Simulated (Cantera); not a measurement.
# Reactions in the system C-Pb-S

Standard-state values (1 bar) from the NASA 1993 polynomials, evaluated with Cantera. Values are per mole of reaction as written; species without (g) are pure solids or liquids, kept so even where they would boil at 1 bar.

PbS(g) = S + Pb(g)

| T (K) | ΔH° (kJ) | ΔS° (J/K) | ΔG° (kJ) | log10 K |
|---|---|---|---|---|
| 550 | 70.1 | -28.0 | 85.5 | -8.12 |
| 575 | 70.7 | -27.0 | 86.2 | -7.83 |
| 600 | 71.2 | -26.2 | 86.9 | -7.56 |
| 625 | 71.6 | -25.4 | 87.5 | -7.31 |
| 650 | 72.1 | -24.7 | 88.1 | -7.08 |
| 675 | 72.5 | -24.1 | 88.7 | -6.87 |
| 700 | 72.8 | -23.6 | 89.3 | -6.67 |

C + 2 PbS = CS₂(g) + 2 Pb

```
T (K)  ΔH° (kJ)  ΔS° (J/K)  ΔG° (kJ)  log10 K            condensed phases
-----  --------  ---------  --------  -------  --------------------------
550       311.7      174.5     215.7   -20.49  C(graphite), PbS(s), Pb(s)
575       311.5      174.1     211.4   -19.20  C(graphite), PbS(s), Pb(s)
600       311.3      173.8     207.0   -18.02  C(graphite), PbS(s), Pb(s)
625       320.8      189.6     202.3   -16.91  C(graphite), PbS(s), Pb(l)
650       320.6      189.3     197.5   -15.87  C(graphite), PbS(s), Pb(l)
675       320.4      189.1     192.8   -14.92  C(graphite), PbS(s), Pb(l)
700       320.2      188.8     188.1   -14.04  C(graphite), PbS(s), Pb(l)
```
